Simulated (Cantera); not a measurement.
An isothermal, constant-pressure homogeneous reactor starts with CH₄ : N₂ = 1 : 4.7 (molar parts), at 1750 K and 1.50 bar. Integrator tolerance rtol = 1e-08.

Computed with Cantera and GRI-Mech 3.0 (53 species, 325 reactions). GRI-Mech 3.0 stops at C3 and has no aromatics, soot or wall deposition, so with more carbon than oxygen in the feed, carbon stays in small species such as C2H2 where larger ones or solid carbon would form.

Q: What does this change do: CH4 1 to 0.12 parts?

A: 
```csv
quantity,before,after
x(CH₄) at 200 s,0.00349 (gas-phase equilibrium 0.00231),9.51e-5 (gas-phase equilibrium 3.27e-5)
x(CH₂) at 200 s,1.27e-8 (gas-phase equilibrium 8.34e-9),2.09e-9 (gas-phase equilibrium 7.17e-10)
x(HCN) at 200 s,0.000389 (gas-phase equilibrium 0.0851),0.000208 (gas-phase equilibrium 0.0215)
x(C₂H₂) at 200 s,0.0722 (gas-phase equilibrium 0.0308),0.0120 (gas-phase equilibrium 0.00138)
x(C₂H₄) at 200 s,0.000785 (gas-phase equilibrium 0.000338),2.16e-5 (gas-phase equilibrium 2.49e-6)
x(C₂H) at 200 s,2.08e-7 (gas-phase equilibrium 8.81e-8),8.46e-8 (gas-phase equilibrium 9.73e-9)
x(H) at 200 s,8.94e-5 (gas-phase equilibrium 8.98e-5),3.64e-5 (gas-phase equilibrium 3.65e-5)
```

Q: What does this change do: temperature 1750 to 1225 K?

A: 
| quantity | before | after |
|---|---|---|
| x(CH₄) at 200 s | 0.00349 (gas-phase equilibrium 0.00231) | 0.145 (gas-phase equilibrium 0.105) |
| x(CH₂) at 200 s | 1.27e-8 (gas-phase equilibrium 8.34e-9) | <1e-12 (gas-phase equilibrium <1e-12) |
| x(HCN) at 200 s | 0.000389 (gas-phase equilibrium 0.0851) | <1e-12 (gas-phase equilibrium 0.0288) |
| x(C₂H₂) at 200 s | 0.0722 (gas-phase equilibrium 0.0308) | 0.00914 (gas-phase equilibrium 0.00800) |
| x(C₂H₄) at 200 s | 0.000785 (gas-phase equilibrium 0.000338) | 0.00425 (gas-phase equilibrium 0.00824) |
| x(C₂H) at 200 s | 2.08e-7 (gas-phase equilibrium 8.81e-8) | 1.14e-12 (gas-phase equilibrium 1.63e-12) |
| x(H) at 200 s | 8.94e-5 (gas-phase equilibrium 8.98e-5) | 1.95e-8 (gas-phase equilibrium 7.41e-8) |

Q: What does this change do: 0.3 parts H2O added?

A: 
```
quantity                                             before                                      after
----------------  -----------------------------------------  -----------------------------------------
x(CH₄) at 200 s     0.00349 (gas-phase equilibrium 0.00231)    0.00363 (gas-phase equilibrium 0.00222)
x(CH₂) at 200 s     1.27e-8 (gas-phase equilibrium 8.34e-9)    1.11e-8 (gas-phase equilibrium 6.70e-9)
x(HCN) at 200 s     0.000389 (gas-phase equilibrium 0.0851)    0.000294 (gas-phase equilibrium 0.0603)
x(C₂H₂) at 200 s      0.0722 (gas-phase equilibrium 0.0308)      0.0456 (gas-phase equilibrium 0.0166)
x(C₂H₄) at 200 s  0.000785 (gas-phase equilibrium 0.000338)  0.000594 (gas-phase equilibrium 0.000218)
x(C₂H) at 200 s     2.08e-7 (gas-phase equilibrium 8.81e-8)    1.20e-7 (gas-phase equilibrium 4.34e-8)
x(H) at 200 s       8.94e-5 (gas-phase equilibrium 8.98e-5)    9.79e-5 (gas-phase equilibrium 9.83e-5)
```
